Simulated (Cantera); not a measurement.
A Cantera script and what it prints.

```python
import numpy as np
import cantera as ct

gas_names = [...]  # 151 gases of nasa_gas.yaml made of C, H, N, O, Si
cond_names = """
    C(gr) C6H6(L) C7H8(L) C8H18(L),n-octa H2O(s) H2O(L) Si(cr) Si(L) SiC(b) SiO2(Lqz) SiO2(hqz) SiO2(L)
    Si2N2O(s) Si3N4(a)
""".split()


# ... load() reads the species with a 1 bar reference pressure and builds the phases ...
atoms = {
    'SiC': {'Si': 1, 'C': 1},
    'H2O': {'H': 2, 'O': 1},
    'N2': {'N': 2},
}
top_T = {'C(gr)': 4500, 'SiC(b)': 3050, 'Si2N2O(s)': 2100, 'Si3N4(a)': 2400}  # K; cautious upper limits of use, not melting points


# ... equilibrate(T, P, feed) seeds the gas with the atoms and calls Mixture.equilibrate('TP', solver="vcs", rtol=1e-11, max_steps=5000) ...
results = []
feed = {'SiC': 1, 'H2O': 1.7, 'N2': 5.9}  # mol
T = 1323.15  # K
P = 83  # Pa
mix = equilibrate(T, P, feed)
results.append((T, P, feed, dict(zip(mix.species_names, mix.species_moles))))
x = sorted(zip(gas.X, gas.species_names), reverse=True)
print(f"T = {T:g} K  P = {P:g} Pa  gas = {mix.phase_moles(0):.4g} mol")
print("   x: " + "  ".join(f"{s} {v:.3e}" for v, s in x if v > 0.0001))
print("   condensed (mol): " + ("  ".join(f"{mix.phase(i).name} {mix.phase_moles(i):.4g}"
      for i in range(1, mix.n_phases) if mix.phase_moles(i) > 1e-12) or "none"))
```

It prints:

```
T = 1323.15 K  P = 83 Pa  gas = 8.168 mol
   x: N2 6.693e-01  H2 2.081e-01  CO 1.224e-01  SiO 1.485e-04
   condensed (mol): SiO2(hqz) 0.1329  Si2N2O(s) 0.433
```

Cantera equilibrium calculation (NASA polynomials, part measured and part estimated; ideal gas, pure solids and liquids). N2 is the only nitrogen source here; it is nearly inert below about 1500 K, so the nitride shown seldom forms there in practice. Mutual solubility and eutectic melting of coexisting phases are not modelled. The tables hold silica as quartz up to 1696 K and as liquid above; real silica turns to tridymite and cristobalite and melts near 1996 K.
